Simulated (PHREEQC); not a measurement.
**Ultrapure water in contact with air or piping: an equilibrium model**

A made-up water analysis in mmol/kgw, 33 °C, pH 5.96, pe 12.4:

| constituent | mmol/kgw |
|---|---|
| Na | 0.000893 |
| K | 0.000174 |
| Ca | 0.000471 |
| Mg | 0.000136 |
| Cl | 0.000171 |
| S(6) | 0.00044 |
| Alkalinity (meq/kgw) | 0.00132 |
| Cd | 7.2e-06 |
| O(0) (counted as O atoms) | 1.48e-05 |

Valence states are taken as typed.

Model: ion-association model, phreeqc.dat, run in PHREEQC.

Precipitation was switched off in this run.

Q: What ionic strength, charge-balance error does the model give?

A: ionic strength 4.49e-6 mol/kgw; charge-balance error -1.1 %.

Q: In which forms is C present?

A: CO2 69 %, HCO3- 31 % of the C.
